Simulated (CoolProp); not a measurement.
A simple Rankine cycle with propyne: condensing at 321.15 K, boiler at 4.86 MPa, turbine inlet 473 K, turbine efficiency 0.6, pump efficiency 0.6, no recuperator. Each further row changes one setting.

Model: reference Helmholtz-energy equation of state, Polt 1992, in CoolProp. This equation is an older, rougher fit; its heat capacities, sound speeds and derivatives of the liquid may be far off and weren't checked against measurements.

```
case                             thermal efficiency (%)  net work (kJ/kg)  heat in (kJ/kg)  turbine exit temperature (K)  volume ratio over the turbine
-------------------------------  ----------------------  ----------------  ---------------  ----------------------------  -----------------------------
as stated                                           8.8              59.1              668                         413.0                           4.55
condensing temperature 313.15 K                     9.9              67.9              688                         406.5                           5.55
boiler pressure 3.4 MPa                             7.3              50.3              693                         430.1                           3.11
turbine efficiency 0.5                              7.1              47.4              668                         419.0                           4.63
```
